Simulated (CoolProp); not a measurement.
Vapour-liquid equilibrium of n-hexane (1) + m-xylene (2) at 336.5 K; x and y are mole fractions of (1).

The numbers come from the multi-fluid Helmholtz-energy mixture model, Thol 2019 and Zhou 2012; pair parameters Bell 2016 in CoolProp.

```csv
x,"bubble pressure, mixture model (MPa)","bubble pressure, Raoult's law (MPa)","y, mixture model","y, Raoult's law"
0.05,?,0.01153,0.387,0.370
0.15,0.02138,0.01930,0.695,0.663
0.25,?,0.02707,?,0.788
0.35,0.04103,0.03484,?,0.857
0.45,0.04968,0.04261,0.912,0.901
0.55,0.05719,0.05038,0.935,0.932
0.65,?,0.05815,0.951,0.954
0.75,0.06966,0.06592,?,0.971
0.85,?,0.07369,0.977,0.984
0.95,0.08182,0.08145,0.992,0.995
```

Question: What belongs in the gaps?

Answer: 
- 0.05, bubble pressure, mixture model (MPa): 0.01186
- 0.25, bubble pressure, mixture model (MPa): 0.03141
- 0.25, y, mixture model: 0.817
- 0.35, y, mixture model: 0.877
- 0.65, bubble pressure, mixture model (MPa): 0.06373
- 0.75, y, mixture model: 0.964
- 0.85, bubble pressure, mixture model (MPa): 0.07551

The largest gap from Raoult's law is +17.8 % in bubble pressure, at x = 0.35. No azeotrope shows between x = 0.05 and 0.95.

The pair parameters rest on a limited set of measurements; away from them the model extrapolates.
